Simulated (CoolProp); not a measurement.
Vapour-liquid equilibrium of ethane (1) + n-butane (2) at -18.65 °C; x and y are mole fractions of (1).

Model: multi-fluid Helmholtz-energy mixture model, Bücker 2006 and Bücker 2006; pair parameters Kunz 2012, in CoolProp.

### Question
Give the bubble pressure and the first vapour's composition at x = 0.2, 0.35, 0.5. Is there an azeotrope?

### Answer
x = 0.2: 301.5 kPa, y = 0.859; x = 0.35: 504.3 kPa, y = 0.925; x = 0.5: 712.4 kPa, y = 0.955. No azeotrope shows between x = 0.05 and 0.95.

Pair parameters are fitted to limited data, so mixtures are less certain than the pure fluids.
